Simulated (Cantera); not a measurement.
A Cantera script and its output.

```python
import numpy as np
import cantera as ct

gas = ct.Solution("h2o2.yaml")
gas.TPX = 500, 360000, {'H2': 1, 'O2': 0.633, 'N2': 2.38}
flame = ct.FreeFlame(gas, width=0.016)
flame.set_refine_criteria(ratio=3, slope=0.08, curve=0.16)
flame.transport_model = "mixture-averaged"
flame.solve(loglevel=0, auto=True)
z, T = flame.grid, flame.T
thick = (T[-1] - T[0]) / np.gradient(T, z).max()
show = ['H2', 'O2', 'HO2', 'H', 'H2O2', 'OH']
print(f"laminar burning velocity  {flame.velocity[0] * 100:.3f} cm/s")
print(f"burnt temperature         {T[-1]:.1f} K")
print(f"thermal thickness         {thick * 1e3:.4f} mm")
print(f"grid points               {len(z)}")
z0 = z[flame.heat_release_rate.argmax()]
print(f"{'z/mm':>9s}{'T/K':>9s}{'u/(m/s)':>9s}" + "".join(f"{s:>11s}" for s in show))
rows = []
for k in (-3, -2, -1.5, -1, -0.5, -0.25, 0, 0.25, 0.5, 1, 2, 4, 8):
    zz = z0 + k * thick
    rows.append([k * thick, np.interp(zz, z, T), np.interp(zz, z, flame.velocity),
                 *(np.interp(zz, z, flame.X[gas.species_index(s)]) for s in show)])
    print(f"{rows[-1][0] * 1e3:9.3f}{rows[-1][1]:9.1f}{rows[-1][2]:9.3f}" + "".join(f"{x:11.3e}" for x in rows[-1][3:]))
```

It prints:

```
laminar burning velocity  350.681 cm/s
burnt temperature         2290.5 K
thermal thickness         0.0817 mm
grid points               110
     z/mm      T/K  u/(m/s)         H2         O2        HO2          H       H2O2         OH
   -0.245    500.0    3.507  2.492e-01  1.577e-01  3.681e-10  5.001e-14  2.508e-11  1.956e-13
   -0.163    500.0    3.506  2.490e-01  1.578e-01  1.131e-08  1.521e-12  8.076e-10  5.942e-12
   -0.123    500.2    3.504  2.482e-01  1.579e-01  1.800e-07  2.211e-11  1.337e-08  8.659e-11
   -0.082    501.8    3.501  2.448e-01  1.587e-01  3.329e-06  5.933e-10  2.536e-07  2.302e-09
   -0.041    561.4    3.807  2.192e-01  1.621e-01  3.968e-04  1.781e-05  2.996e-05  2.893e-05
   -0.020    850.8    5.567  1.715e-01  1.544e-01  6.882e-04  1.592e-03  8.918e-05  8.607e-04
    0.000   1284.0    8.196  1.043e-01  1.212e-01  3.307e-04  9.794e-03  3.041e-05  2.947e-03
    0.020   1598.0   10.117  5.106e-02  7.975e-02  1.710e-04  1.694e-02  6.071e-06  7.762e-03
    0.041   1776.3   11.200  2.826e-02  5.813e-02  1.006e-04  1.668e-02  3.355e-06  1.182e-02
    0.082   1953.6   12.237  1.758e-02  4.714e-02  5.556e-05  1.100e-02  1.874e-06  1.433e-02
    0.163   2099.9   13.053  1.185e-02  4.317e-02  2.962e-05  5.263e-03  1.150e-06  1.357e-02
    0.327   2202.1   13.603  6.730e-03  4.106e-02  1.482e-05  1.984e-03  7.672e-07  1.102e-02
    0.654   2260.1   13.907  3.296e-03  4.025e-02  7.968e-06  6.420e-04  5.499e-07  8.107e-03
```

Computed with Cantera and the H2/O2 subset of GRI-Mech 3.0, which has no nitrogen chemistry. The hydrogen kinetics of GRI-Mech 3.0 are dated; newer H2 mechanisms differ, most at raised pressure. Burning velocities carry a grid error of a few per cent, more on coarse grids.
